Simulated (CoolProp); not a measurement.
C2F6 (R116) along the isobar 99 bar: Z from the reference equation and from simpler models built on Tc = 293.0 K, pc = 30.48 bar, ω = 0.257; each cubic takes its own stable root.

Computed with CoolProp (reference Helmholtz-energy equation of state, Lemmon 2006). It is a short technical equation, of lower accuracy than the large ones.

```
T (K)          phase  reference  Redlich-Kwong  Soave-Redlich-Kwong
-----  -------------  ---------  -------------  -------------------
233.7         liquid     0.4723         0.5024               0.4892
249.6         liquid     0.4646         0.4950               0.4832
265.6         liquid        ___         0.4929                  ___
281.5         liquid     0.4650         0.4962               0.4913
297.5  supercritical     0.4754            ___               0.5080
313.4  supercritical     0.4951         0.5218               0.5355
329.3  supercritical        ___            ___               0.5753
345.3  supercritical     0.5721         0.5770               0.6265
361.2  supercritical     0.6275         0.6145               0.6829
377.2  supercritical        ___         0.6555               0.7385
393.1  supercritical     0.7404         0.6960               0.7882
409.1  supercritical     0.7881         0.7342               0.8316
425    supercritical     0.8286         0.7683               0.8682
```

Question: What belongs in the gaps?

Answer: 
- 265.6, reference: 0.4619
- 265.6, Soave-Redlich-Kwong: 0.4836
- 297.5, Redlich-Kwong: 0.5056
- 329.3, reference: 0.5267
- 329.3, Redlich-Kwong: 0.5456
- 377.2, reference: 0.6861
